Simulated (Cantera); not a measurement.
An adiabatic, constant-pressure homogeneous reactor starts with CH₄ : CO : O₂ : N₂ = 1 : 0.34 : 0.986 : 5.23 (molar parts), equivalence ratio 2.2, at 1525 K and 0.220 bar. Integrator tolerance rtol = 1e-08.

Computed with Cantera and GRI-Mech 3.0 (53 species, 325 reactions).

Task: What does this change do: pressure from 0.220 bar to 1.00 bar?

Result: 
```csv
quantity,before,after
time of steepest temperature rise,5.41 ms,1.84 ms
temperature at 0.100 s,2315 K,2342 K
equilibrium temperature,2316 K,2342 K
x(CH₄) at 0.100 s,1.25e-12 (gas-phase equilibrium 1.37e-12),2.30e-11 (gas-phase equilibrium 2.57e-11)
x(CO) at 0.100 s,0.138 (gas-phase equilibrium 0.138),0.139 (gas-phase equilibrium 0.139)
x(O₂) at 0.100 s,1.18e-5 (gas-phase equilibrium 1.19e-5),3.50e-6 (gas-phase equilibrium 3.50e-6)
x(CO₂) at 0.100 s,0.0173 (gas-phase equilibrium 0.0173),0.0171 (gas-phase equilibrium 0.0171)
x(HCN) at 0.100 s,3.63e-8 (gas-phase equilibrium 2.58e-8),1.24e-7 (gas-phase equilibrium 1.19e-7)
x(C₂H) at 0.100 s,<1e-12 (gas-phase equilibrium <1e-12),<1e-12 (gas-phase equilibrium <1e-12)
x(C₂H₄) at 0.100 s,<1e-12 (gas-phase equilibrium <1e-12),<1e-12 (gas-phase equilibrium <1e-12)
```

Task: What does this change do: 0.06 parts C2H6 added?

Result: 
| quantity | before | after |
|---|---|---|
| time of steepest temperature rise | 5.41 ms | 1.60 ms |
| temperature at 0.100 s | 2315 K | 2242 K |
| equilibrium temperature | 2316 K | 2243 K |
| x(CH₄) at 0.100 s | 1.25e-12 (gas-phase equilibrium 1.37e-12) | 4.33e-12 (gas-phase equilibrium 4.35e-12) |
| x(CO) at 0.100 s | 0.138 (gas-phase equilibrium 0.138) | 0.150 (gas-phase equilibrium 0.150) |
| x(O₂) at 0.100 s | 1.18e-5 (gas-phase equilibrium 1.19e-5) | 2.56e-6 (gas-phase equilibrium 2.59e-6) |
| x(CO₂) at 0.100 s | 0.0173 (gas-phase equilibrium 0.0173) | 0.0140 (gas-phase equilibrium 0.0140) |
| x(HCN) at 0.100 s | 3.63e-8 (gas-phase equilibrium 2.58e-8) | 1.24e-7 (gas-phase equilibrium 4.27e-8) |
| x(C₂H) at 0.100 s | <1e-12 (gas-phase equilibrium <1e-12) | <1e-12 (gas-phase equilibrium <1e-12) |
| x(C₂H₄) at 0.100 s | <1e-12 (gas-phase equilibrium <1e-12) | <1e-12 (gas-phase equilibrium <1e-12) |
